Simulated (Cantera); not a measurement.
Mixture: H₂ : O₂ : N₂ = 1 : 0.312 : 1.17 (molar parts), at 1.20 bar, adiabatic and at constant pressure. Ignition delay is the time to a rise of 400 K.

Cantera simulation using the H2/O2 subset of GRI-Mech 3.0, which has no nitrogen chemistry; the numbers are that mechanism's predictions, not measurements. Below about 950 K walls govern HO2 and H2O2 in real vessels.

| quantity | before | after |
|---|---|---|
| delay at 850 K | 1.43 s | 0.387 s |
| delay at 900 K | 0.217 s | 89.4 ms |
| delay at 950 K | 18.8 ms | 24.0 ms |
| delay at 1000 K | 0.447 ms | 7.17 ms |
| delay at 1050 K | 0.146 ms | 2.29 ms |
| delay at 1100 K | 84.6 µs | 0.747 ms |

Problem. What was changed between the two runs?
A) pressure from 1.20 bar to 1.01 bar
B) pressure from 1.20 bar to 22.0 bar
C) pressure from 1.20 bar to 10.0 bar
D) constant volume in place of constant pressure

Solution. C, pressure from 1.20 bar to 10.0 bar
